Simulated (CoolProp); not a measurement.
Ethylbenzene along the isotherm 620 K: density (kg/m³) from the reference equation and from simpler models built on Tc = 617.1 K, pc = 3.622 MPa, ω = 0.304; each cubic takes its own stable root.

Computed with CoolProp (reference Helmholtz-energy equation of state, Zhou 2012).

```
p (MPa)  phase  reference
-------  -----  ---------
0.113      gas      2.353
0.226      gas      4.761
0.34       gas      7.247
0.453      gas      9.772
0.566      gas      12.36
0.679      gas      15.02
0.792      gas      17.75
0.906      gas      20.58
1.02       gas      23.49
1.13       gas      26.39
1.25       gas      29.66
1.36       gas      32.75
1.47       gas      35.96
1.58       gas      39.28
1.7        gas      43.04
1.81       gas      46.64
```

Problem. How far does each simpler model (ideal gas, van der Waals, Redlich-Kwong, Soave-Redlich-Kwong, Peng-Robinson) lie from the reference over these 16 states: mean and median of the absolute difference, and the worst?

Solution. 
- ideal gas: mean 10.2 %, median 9.9 %, worst -20.1 % at 620 K and 1.81 MPa
- van der Waals: mean 1.8 %, median 1.7 %, worst -3.6 % at 620 K and 1.81 MPa
- Redlich-Kwong: mean 0.5 %, median 0.5 %, worst -1.1 % at 620 K and 1.81 MPa
- Soave-Redlich-Kwong: mean 0.6 %, median 0.5 %, worst -1.2 % at 620 K and 1.81 MPa
- Peng-Robinson: mean 0.6 %, median 0.6 %, worst +1.0 % at 620 K and 1.81 MPa
